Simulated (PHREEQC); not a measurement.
Consider water at 20 °C with 0.071 mol FeCl3, 2.6e-05 mol H3AsO4, 0.00021 mol H2SO4 and 0.00046 mol Na2SO4 per kg of water. Closed to the air; pH follows from the charge balance.

The numbers come from PHREEQC with the ion-association model, wateq4f.dat.

```tsv
quantity	before	after
pH	1.93	3.39
ionic strength (mol/kgw)	0.302	0.00199
SO4-2 (mol/kgw)	6.40e-5	0.000648
HSO4- (mol/kgw)	2.38e-5	1.98e-5
H3AsO4 (mol/kgw)	1.57e-5	1.78e-6
H2AsO4- (mol/kgw)	1.03e-5	2.42e-5
SI of Mirabilite (Na2SO4:10H2O)	-9.81	-8.04
```

Task: Name the change that produced these shifts.
(A) diluted 10-fold with water
(B) diluted 5-fold with water
(C) FeCl3 from 0.071 to 0.0142 mol/kgw
(D) H2SO4 from 0.00021 to 0.000189 mol/kgw
(E) FeCl3 left out

Result: E, FeCl3 left out

This is a speciation only: nothing precipitates in the calculation. Some of these states are supersaturated (in Hematite (slow to form), Goethite (slow to form), for instance). The database's scorodite may be far more soluble than the real mineral, and it has no iron arsenate complexes; the constant wasn't checked at its source.
